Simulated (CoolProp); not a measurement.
Saturation properties of methane.

Computed with CoolProp (reference Helmholtz-energy equation of state, Setzmann 1991).

```tsv
T (K)	p (kPa)	vapour density (kg/m³)	liquid viscosity (µPa s)	vapour viscosity (µPa s)
136.8	541.3	?	72.0	5.27
140.5	657.9	10.41	?	5.43
144.2	?	?	63.4	5.60
147.9	944.5	14.83	59.5	?
151.6	?	17.55	55.8	5.97
155.3	1312	20.69	52.3	?
159	1529	24.31	49.0	?
162.7	1771	28.50	45.7	6.67
```

### Question
What belongs in the gaps?

### Answer

- 136.8, vapour density (kg/m³): 8.630
- 140.5, liquid viscosity (µPa s): 67.5
- 144.2, p (kPa): 791.9
- 144.2, vapour density (kg/m³): 12.46
- 147.9, vapour viscosity (µPa s): 5.78
- 151.6, p (kPa): 1117
- 155.3, vapour viscosity (µPa s): 6.18
- 159, vapour viscosity (µPa s): 6.41

It boils at 111.7 K under 1 atm.

Viscosity comes from a separate model (Quiñones-Cisneros 2006).
